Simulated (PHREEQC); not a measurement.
Brine: speciation

Solution (25 °C): 2.1 mol HCl, 1 mol SrCl2 and 0.078 mol KBr per kg of water. Closed to the air; pH follows from the charge balance.

Equilibrium calculation in PHREEQC: Pitzer model, pitzer.dat.

This is a speciation only: nothing precipitates in the calculation.

Problem. What pH, osmotic coefficient does the model give?

Solution. pH -0.93; osmotic coefficient 1.429.

Species that the database lacks are ignored. In brines, pH and single-ion activities rest on the MacInnes convention.
